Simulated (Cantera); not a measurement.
Cantera run:

```python
import numpy as np
import cantera as ct

gas_names = [...]  # 93 gases of nasa_gas.yaml made of C, H, N, Ti
cond_names = """
    C(gr) C6H6(L) C7H8(L) C8H18(L),n-octa Ti(a) Ti(b) Ti(L) TiC(s) TiC(L) TiN(s) TiN(L)
""".split()


# ... load() reads the species with a 1 bar reference pressure and builds the phases ...
atoms = {
    'Ti(NMe2)4': {'Ti': 1, 'C': 8, 'H': 24, 'N': 4},
    'NH3': {'N': 1, 'H': 3},
}
top_T = {'C(gr)': 4500}  # K; cautious upper limits of use, not melting points


# ... equilibrate(T, P, feed) seeds the gas with the atoms and calls Mixture.equilibrate('TP', solver="vcs", rtol=1e-11, max_steps=5000) ...
results = []
feed = {'Ti(NMe2)4': 1, 'NH3': 0.4}  # mol
P = 16000  # Pa
for T in [1823, 1848, 1873, 1898, 1923, 1948, 1973, 1998, 2023, 2048, 2073]:
    mix = equilibrate(T, P, feed)
    results.append((T, P, feed, dict(zip(mix.species_names, mix.species_moles))))

top = {s: max(r[3][s] / sum(r[3][g] for g in gas_names) for r in results) for s in gas_names}
cols = sorted((s for s in top if top[s] > 0.0001), key=lambda s: -top[s])[:6]
seen = [c for c in cond_names if any(r[3].get(c, 0) > 1e-12 for r in results)]
print("log10 of partial pressures in bar; condensed amounts in mol")
print(f"{'T/K':>10s}" + "".join(f"{s[:9]:>10s}" for s in cols + seen))
for T, P, feed, n in results:
    ng = sum(n[g] for g in gas_names)
    print(f"{T:10.4g}" + "".join(f"{np.log10(max(n[s] / ng * P / 1e5, 1e-99)):10.3f}" for s in cols)
          + "".join(f"{n.get(c, 0):10.4g}" for c in seen))
```

It prints:

```
log10 of partial pressures in bar; condensed amounts in mol
       T/K        H2        N2       HCN         H C2H2,acet       HNC     C(gr)    TiC(s)
      1823    -0.867    -1.628    -3.411    -3.797    -4.542    -4.810     6.956         1
      1848    -0.867    -1.628    -3.361    -3.709    -4.456    -4.736      6.95         1
      1873    -0.867    -1.629    -3.311    -3.624    -4.373    -4.664     6.944         1
      1898    -0.868    -1.629    -3.264    -3.541    -4.292    -4.594     6.937         1
      1923    -0.868    -1.630    -3.217    -3.460    -4.214    -4.526     6.929         1
      1948    -0.868    -1.631    -3.172    -3.381    -4.137    -4.460      6.92         1
      1973    -0.869    -1.632    -3.128    -3.304    -4.062    -4.395      6.91         1
      1998    -0.869    -1.633    -3.086    -3.229    -3.990    -4.333       6.9         1
      2023    -0.870    -1.633    -3.044    -3.156    -3.919    -4.272     6.888         1
      2048    -0.870    -1.635    -3.004    -3.085    -3.850    -4.212     6.875         1
      2073    -0.871    -1.636    -2.964    -3.016    -3.783    -4.154     6.861         1
```

These are equilibrium values from Cantera (NASA tables, ideal gas, pure condensed phases), not measurements of a reactor. The feed counts by its element totals alone. TiC: taken at fixed stoichiometry.
